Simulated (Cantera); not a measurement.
Charge: 1 mol Cu, 0.35 mol O2, 12 mol N2, equilibrated at 1400 K and 75.0 Torr.

Cantera equilibrium calculation (NASA polynomials, part measured and part estimated; ideal gas, pure solids and liquids). Candidate condensed phases: Cu, CuO, Cu2O; 12 gas species. Kinetics and transport are ignored.

Base state: N2 0.992, O2 0.00819, NO 0.000160 (mole fractions); condensed: Cu2O(s).

Task: What changes in the equilibrium state with this change: temperature from 1400 K to 1998 K?

Result: 
```csv
species,before,after
N2,0.992,0.929
Cu,4.62e-6,0.0423
O2,0.00819,0.0254
Cu2,<1e-9,0.000173
CuO,3.19e-8,0.000228
O,2.71e-7,0.000332
"Cu2O(s), mol",0.500,0
"Cu(l), mol",0,0.447
```

Task: What changes in the equilibrium state with this change: temperature from 1400 K to 1723 K?

Result: 
```
species         before     after
------------  --------  --------
N2               0.992     0.982
O2             0.00819    0.0146
Cu             4.62e-6   0.00213
CuO            3.19e-8   1.19e-5
O              2.71e-7   2.17e-5
NO            0.000160  0.000930
Cu2O(s), mol     0.500         0
Cu(l), mol           0     0.309
Cu2O(l), mol         0     0.332
```
Each liquid is taken as pure. Mutual solubility and eutectic melting of coexisting phases are not modelled.

Task: What changes in the equilibrium state with this change: pressure from 75.0 Torr to 0.150 Torr?

Result: 
| species | before | after |
|---|---|---|
| N2 | 0.992 | 0.965 |
| O2 | 0.00819 | 0.0280 |
| Cu | 4.62e-6 | 0.00674 |
| O | 2.71e-7 | 1.12e-5 |
| NO | 0.000160 | 0.000293 |
| Cu2O(s), mol | 0.500 | 0 |
| Cu(l), mol | 0 | 0.916 |
